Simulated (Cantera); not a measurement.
A perfectly stirred reactor is fed with CH3OH : O2 : N2 : H2O = 1 : 1.83 : 6.88 : 0.23 (molar parts), at 210000 Pa; it is adiabatic with a 650 K inlet, and is followed from long to short residence time, starting on the burning branch (τ in s: 0.037, 0.016, 0.0068, 0.0029, 0.0013, 0.00054, 0.00023, 9.9e-05, 4.3e-05, 1.8e-05, 7.9e-06).

Computed with Cantera and GRI-Mech 3.0 (53 species, 325 reactions). GRI-Mech 3.0 was tuned for natural gas; its chemistry of methanol as a main component is partial and can be far from experiment.

Question: What does this change do: pressure from 210000 Pa to 52000 Pa?

Answer: 
```json
[
 {"quantity": "blow-out, bracketed by the residence times tried", "before": "burning at 43.0 µs, out at 18.0 µs", "after": "burning at 99.0 µs, out at 43.0 µs"},
 {"quantity": "x(CH3OH) at τ = 37.0 ms", "before": "1.12e-6", "after": "2.57e-6"},
 {"quantity": "x(O2) at τ = 37.0 ms", "before": "0.0319", "after": "0.0344"},
 {"quantity": "x(H2O) at τ = 37.0 ms", "before": "0.209", "after": "0.204"},
 {"quantity": "x(NO) at τ = 37.0 ms", "before": "0.00129", "after": "0.000600"},
 {"quantity": "x(CH2O) at τ = 37.0 ms", "before": "1.15e-6", "after": "2.66e-6"},
 {"quantity": "x(CH3OH) at τ = 0.540 ms", "before": "3.11e-5", "after": "6.78e-5"},
 {"quantity": "x(O2) at τ = 0.540 ms", "before": "0.0382", "after": "0.0454"},
 {"quantity": "x(H2O) at τ = 0.540 ms", "before": "0.199", "after": "0.186"},
 {"quantity": "x(NO) at τ = 0.540 ms", "before": "6.34e-5", "after": "1.96e-5"},
 {"quantity": "x(CH2O) at τ = 0.540 ms", "before": "3.14e-5", "after": "6.16e-5"}
]
```

Question: What does this change do: inlet temperature 650 to 550 K?

Answer: 
```
quantity                                                                      before                               after
------------------------------------------------  ----------------------------------  ----------------------------------
blow-out, bracketed by the residence times tried  burning at 43.0 µs, out at 18.0 µs  burning at 43.0 µs, out at 18.0 µs
x(CH3OH) at τ = 37.0 ms                                                      1.12e-6                             1.48e-6
x(O2) at τ = 37.0 ms                                                          0.0319                              0.0319
x(H2O) at τ = 37.0 ms                                                          0.209                               0.210
x(NO) at τ = 37.0 ms                                                         0.00129                            0.000668
x(CH2O) at τ = 37.0 ms                                                       1.15e-6                             1.45e-6
x(CH3OH) at τ = 0.540 ms                                                     3.11e-5                             3.62e-5
x(O2) at τ = 0.540 ms                                                         0.0382                              0.0380
x(H2O) at τ = 0.540 ms                                                         0.199                               0.200
x(NO) at τ = 0.540 ms                                                        6.34e-5                             4.24e-5
x(CH2O) at τ = 0.540 ms                                                      3.14e-5                             3.53e-5
```
